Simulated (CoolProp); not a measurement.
Vapour-liquid equilibrium of carbonyl sulfide (1) + propane (2) at -3.05 °C; x and y are mole fractions of (1).

Values from CoolProp's multi-fluid Helmholtz-energy mixture model, Lemmon 2006 and Lemmon 2009; pair parameters Bell 2016.

| x | bubble pressure, mixture model (bar) | bubble pressure, Raoult's law (bar) | y, mixture model | y, Raoult's law |
|---|---|---|---|---|
| 0.05 | 4.430 | 4.399 | 0.071 | 0.067 |
| 0.2 | 4.720 | 4.641 | 0.255 | 0.256 |
| 0.35 | 4.964 | 4.883 | 0.415 | 0.425 |
| 0.5 | 5.184 | 5.125 | 0.562 | 0.579 |
| 0.65 | 5.397 | 5.368 | 0.703 | 0.718 |
| 0.8 | 5.616 | 5.610 | 0.837 | 0.846 |
| 0.95 | 5.851 | 5.852 | 0.962 | 0.963 |

The largest gap from Raoult's law is +1.7 % in bubble pressure, at x = 0.2. No azeotrope shows between x = 0.05 and 0.95.

Pair parameters are fitted to limited data, so mixtures are less certain than the pure fluids.
